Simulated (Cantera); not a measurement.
A closed system holds: 1 mol Al2O3, 0.14 mol H2, held at 0.00133 bar.

Equilibrium computed with Cantera from the NASA thermochemical tables; the gas is ideal and each condensed phase is pure. Candidate condensed phases: Al, Al2O3, H2O; 19 gas species. Rates play no part.

Over these rows the condensed part is Al2O3(l). Partial pressures as log10 of bar:

| T (K) | 1000/T (1/K) | log p Al2O | log p H | log p H2 | log p H2O | log p Al |
|---|---|---|---|---|---|---|
| 2348 | 0.4259 | -5.66 | -3.43 | -3.04 | -4.70 | -4.97 |
| 2448 | 0.4085 | -5.44 | -3.27 | -3.14 | -4.52 | -4.75 |
| 2548 | 0.3925 | -5.24 | -3.15 | -3.28 | -4.42 | -4.54 |
| 2648 | 0.3776 | ? | -3.08 | -3.50 | -4.43 | -4.32 |
| 2748 | 0.3639 | -4.71 | -3.09 | -3.84 | -4.62 | -4.04 |
| 2848 | 0.3511 | -4.36 | -3.29 | -4.56 | -5.25 | -3.73 |

Fit log p(Al2O) = a + b·(1000/T) to the five rows, give the apparent enthalpy, and predict the row at 2648 K.

Means: 1000/T = 0.3884, log p = -5.082. Sxy = -0.065563, Sxx = 0.0038186, so b = -17.17 and a = -5.082 − (-17.17)×0.3884 = 1.59.
Apparent enthalpy: −19.145 × (-17.17) = 329 kJ/mol. With the condensed phases at unit activity, 1/3 Al2O3(l) + 4/3 Al(g) = Al2O(g) links this pressure to the main gases: over the six rows their terms move log p by +1.65 in all, so the slope isn't that reaction's ΔH° alone. The five rows lie within 0.09 of the line.
Prediction at 2648 K: 1.59 + (-17.17)×0.3776 = -4.89. The computed value is -5.01, 0.12 from the line.
